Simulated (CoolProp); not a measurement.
Vapour-liquid equilibrium of propylene (1) + isobutane (2) at 274.1 K; x and y are mole fractions of (1).

Computed with CoolProp (multi-fluid Helmholtz-energy mixture model, Lemmon 2013 and Bücker 2006; pair parameters Bell 2016).

Give the bubble pressure and the first vapour's composition at x = 0.05, 0.2, 0.95. Is there an azeotrope?

x = 0.05: 0.1900 MPa, y = 0.178; x = 0.2: 0.2472 MPa, y = 0.439; x = 0.95: 0.5715 MPa, y = 0.989. No azeotrope shows between x = 0.05 and 0.95.

Pair parameters are fitted to limited data, so mixtures are less certain than the pure fluids. The gap from Raoult's law changes sign with composition, which may be real or a fault of the pair parameters; it wasn't checked against measurements.
